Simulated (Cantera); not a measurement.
## Ammonia decomposition in nitride growth gas

An isothermal, constant-pressure homogeneous reactor starts with NH₃ : N₂ = 1 : 1.3 (molar parts), at 2075 K and 51.8 Torr.

Detailed kinetics in Cantera: the gas-phase N/H chemistry of the illustrative SiF4/NH3 mechanism in the Surface Chemkin manual (1991). Walls and surfaces, which speed up NH3 decomposition in real reactors, are not modelled.

| t (s) | x NH₃ | x NH₂ | x NH | x N | x N₂H₄ | x H |
|---|---|---|---|---|---|---|
| 7.00e-6 | 0.435 | 8.90e-6 | 3.09e-10 | <1e-12 | 1.11e-12 | 8.76e-7 |
| 2.42e-5 | 0.435 | 3.29e-5 | 5.15e-9 | 1.33e-12 | 1.80e-11 | 8.79e-7 |
| 8.34e-5 | 0.435 | 0.000115 | 9.24e-8 | 7.72e-11 | 2.32e-10 | 8.87e-7 |
| 0.000288 | 0.434 | 0.000395 | 1.44e-6 | 3.02e-9 | 2.75e-9 | 1.03e-6 |
| 0.000993 | 0.433 | 0.00115 | 8.34e-6 | 2.69e-8 | 2.35e-8 | 2.85e-6 |
| 0.00343 | 0.427 | 0.00151 | 1.43e-5 | 1.37e-7 | 4.03e-8 | 1.13e-5 |
| 0.0118 | 0.405 | 0.00133 | 1.81e-5 | 4.82e-7 | 3.15e-8 | 3.52e-5 |
| 0.0408 | 0.341 | 0.00106 | 2.17e-5 | 1.16e-6 | 2.00e-8 | 0.000103 |
| 0.141 | 0.198 | 0.000687 | 2.06e-5 | 1.72e-6 | 8.40e-9 | 0.000288 |
| 0.486 | 0.0426 | 0.000234 | 1.24e-5 | 1.85e-6 | 9.76e-10 | 0.000756 |
| 1.68 | 0.000150 | 4.76e-6 | 1.51e-6 | 1.33e-6 | <1e-12 | 0.00478 |
| 5.79 | 2.26e-6 | 1.02e-7 | 4.65e-8 | 5.92e-8 | <1e-12 | 0.00684 |
| 20.0 | 5.28e-7 | 2.40e-8 | 1.09e-8 | 1.39e-8 | <1e-12 | 0.00684 |
x: mole fraction; the columns are a selection and need not sum to one.

Equilibrium at this temperature and pressure: NH₃ 2.73e-7, NH₂ 1.24e-8, NH 5.63e-9, N 7.16e-9, N₂H₄ <1e-12, H 0.00684 (gas phase only).
